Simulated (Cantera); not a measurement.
Stirred combustor or abatement burner

A perfectly stirred reactor is fed with CO : H₂ : O₂ : N₂ = 1 : 0.067 : 0.445 : 3.56 (molar parts), equivalence ratio 1.2, at 1.00 atm; it is adiabatic with a 450 K inlet, and is followed from long to short residence time, starting on the burning branch (τ in s: 0.034, 0.016, 0.0079, 0.0039, 0.0019, 0.00092, 0.00045, 0.00022, 0.00011, 5.2e-05, 2.5e-05, 1.2e-05, 6e-06).

Model: GRI-Mech 3.0 (53 species, 325 reactions), integrated in Cantera.

| τ (s) | T (K) | x CO | x H₂ | x O₂ | x HO₂ | x H₂O₂ | x OH | x NO |
|---|---|---|---|---|---|---|---|---|
| 0.034 | 1791 | 0.0499 | 0.000963 | 0.00595 | 8.85e-7 | 3.53e-8 | 0.00101 | 0.000106 |
| 0.016 | 1746 | 0.0545 | 0.00107 | 0.00821 | 1.38e-6 | 5.61e-8 | 0.00117 | 9.33e-5 |
| 0.0079 | 1694 | 0.0596 | 0.00119 | 0.0106 | 2.02e-6 | 8.66e-8 | 0.00128 | 8.57e-5 |
| 0.0039 | 1632 | 0.0654 | 0.00130 | 0.0134 | 2.88e-6 | 1.33e-7 | 0.00134 | 7.93e-5 |
| 0.0019 | 1554 | 0.0723 | 0.00138 | 0.0168 | 4.11e-6 | 2.04e-7 | 0.00130 | 6.94e-5 |
| 0.00092 | 1452 | 0.0826 | 0.00140 | 0.0217 | 6.25e-6 | 3.01e-7 | 0.00113 | 4.97e-5 |
| 0.00045 | 450 | 0.197 | 0.0132 | 0.0877 | <1e-12 | <1e-12 | <1e-12 | <1e-12 |
| 0.00022 | 450 | 0.197 | 0.0132 | 0.0877 | <1e-12 | <1e-12 | <1e-12 | <1e-12 |
| 0.00011 | 450 | 0.197 | 0.0132 | 0.0877 | <1e-12 | <1e-12 | <1e-12 | <1e-12 |
| 5.2e-5 | 450 | 0.197 | 0.0132 | 0.0877 | <1e-12 | <1e-12 | <1e-12 | <1e-12 |
| 2.5e-5 | 450 | 0.197 | 0.0132 | 0.0877 | <1e-12 | <1e-12 | <1e-12 | <1e-12 |
| 1.2e-5 | 450 | 0.197 | 0.0132 | 0.0877 | <1e-12 | <1e-12 | <1e-12 | <1e-12 |
| 6.0e-6 | 450 | 0.197 | 0.0132 | 0.0877 | <1e-12 | <1e-12 | <1e-12 | <1e-12 |
x: mole fraction; the columns are a selection and need not sum to one.
